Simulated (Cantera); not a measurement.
What does this Cantera script print?

```python
import numpy as np
import cantera as ct

gas = ct.Solution("gri30.yaml")
gas.TPX = 1273, 430, {'H2': 0.046, 'O2': 1}
reactor = ct.IdealGasConstPressureReactor(gas, energy="off", clone=False)
net = ct.ReactorNet([reactor])
net.rtol, net.atol = 1e-08, 1e-18
show = ['H2', 'O2', 'H2O2', 'H', 'H2O', 'OH']
times = np.geomspace(0.0001, 1, 9)

steps = ct.SolutionArray(gas, extra=["t"])
rows = []
print(f"{'t/s':>10s}{'T/K':>9s}{'P/Pa':>11s}" + "".join(f"{s:>11s}" for s in show))
for t in times:
    while net.time < t:
        t_next = net.step()
        steps.append(gas.state, t=t_next)
    rows.append([np.interp(t, steps.t, y) for y in (steps.T, steps.P, *steps(*show).X.T)])
    print(f"{t:10.3e}{rows[-1][0]:9.1f}{rows[-1][1]:11.4g}" + "".join(f"{x:11.3e}" for x in rows[-1][2:]))
rate = np.gradient(steps.T, steps.t)
print("integrator steps:", len(steps.t))
if steps.T.max() > steps.T[0] + 200:
    print(f"time of steepest temperature rise: {steps.t[rate.argmax()]:.4e} s")
gas.TPX = 1273, 430, {'H2': 0.046, 'O2': 1}
gas.equilibrate("TP")
print(f"equilibrium (TP): T = {gas.T:.1f} K  " + "  ".join(f"{s} {gas[s].X[0]:.3e}" for s in show))
```

Output:

```
       t/s      T/K       P/Pa         H2         O2       H2O2          H        H2O         OH
 1.000e-04   1273.0        430  4.398e-02  9.560e-01  4.798e-13  3.163e-09  2.791e-10  1.581e-09
 3.162e-04   1273.0        430  4.398e-02  9.560e-01  4.775e-12  8.307e-09  5.964e-09  1.013e-08
 1.000e-03   1273.0        430  4.398e-02  9.560e-01  4.706e-11  5.822e-08  1.518e-07  1.030e-07
 3.162e-03   1273.0        430  4.391e-02  9.560e-01  4.644e-10  1.422e-05  5.063e-05  2.641e-05
 1.000e-02   1273.0        430  8.887e-04  9.195e-01  2.626e-08  6.184e-03  3.790e-02  4.206e-03
 3.162e-02   1273.0        430  6.516e-04  9.203e-01  2.218e-08  5.454e-03  3.876e-02  3.772e-03
 1.000e-01   1273.0        430  5.845e-04  9.244e-01  2.226e-08  4.559e-03  3.949e-02  3.580e-03
 3.162e-01   1273.0        430  4.203e-04  9.336e-01  2.195e-08  2.684e-03  4.111e-02  3.050e-03
 1.000e+00   1273.0        430  1.770e-04  9.461e-01  1.890e-08  7.029e-04  4.322e-02  1.992e-03
integrator steps: 743
equilibrium (TP): T = 1273.0 K  H2 3.757e-08  O2 9.550e-01  H2O2 1.279e-10  H 2.122e-09  H2O 4.495e-02  OH 2.925e-05
```

Model: GRI-Mech 3.0 (53 species, 325 reactions), integrated in Cantera. Radical loss at walls, strong at low pressure, is not modelled. The temperature is held fixed by assumption; the heat of reaction is taken as removed at once.
